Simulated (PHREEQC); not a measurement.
Consider water at 15 °C with 0.18 mol/kgw NaHSO4, 0.00018 mol/kgw Na2HPO4 and 0.002 mol/kgw KCl. Closed to the air; pH follows from the charge balance.

All values are PHREEQC results (ion-association model, phreeqc.dat), not measurements.

Each row changes one thing in this solution. Precipitation was switched off in this run.

| case | pH | ionic strength (mol/kgw) | Na+ (mol/kgw) | HSO4- (mol/kgw) | SO4-2 (mol/kgw) | NaSO4- (mol/kgw) | SI of Halite (NaCl) | SI of Sylvite (KCl) |
|---|---|---|---|---|---|---|---|---|
| as made | 1.22 | 0.309 | 0.168 | 0.103 | 0.0637 | 0.0128 | -5.33 | -6.61 |
| NaHSO4 from 0.18 to 0.036 mol/kgw | 1.75 | 0.0783 | 0.0350 | 0.0145 | 0.0201 | 0.00135 | -5.92 | -6.48 |
| KCl from 0.002 to 0.02 mol/kgw | 1.22 | 0.327 | 0.168 | 0.102 | 0.0636 | 0.0126 | -4.34 | -4.62 |
| Na2HPO4 left out | 1.22 | 0.309 | 0.167 | 0.103 | 0.0636 | 0.0128 | -5.34 | -6.61 |
| 0.12 mol/kgw HBr added | 0.89 | 0.383 | 0.173 | 0.132 | 0.0404 | 0.00779 | -5.33 | -6.62 |
| 0.12 mol/kgw HCl added | 0.89 | 0.383 | 0.173 | 0.132 | 0.0404 | 0.00779 | -3.55 | -4.83 |
